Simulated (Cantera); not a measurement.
Equilibrium for silicon oxide and oxynitride deposition: SiF4 + H2O + H2

Charge: 1 mol SiF4, 4.1 mol H2O, 8.9 mol H2, held at 1573.15 K and 1.00 bar.

Method: chemical equilibrium by Gibbs-energy minimisation in Cantera with the NASA 1993 tables (ideal gas, pure condensed phases). Candidate condensed phases: H2O, Si, SiO2; 38 gas species. The tables' values for SiF3 are old estimates; treat these amounts as uncertain. The tables hold silica as quartz up to 1696 K and as liquid above; real silica turns to tridymite and cristobalite and melts near 1996 K. Gases not in the tables: Si(OH)4. The numbers say what is thermodynamically allowed, not how fast it happens.

```yaml
x(H2): 0.597
x(HF): 0.244
x(H2O): 0.153
x(SiF4): 0.00592
x(H): 3.15e-5
x(SiF3): 1.53e-5
x(SiHF3): 1.17e-5
n(SiO2(β-quartz)): 0.911 mol
gas_amount: 14.91 mol
log10 activity of Si(s) (absent): -9.13
```
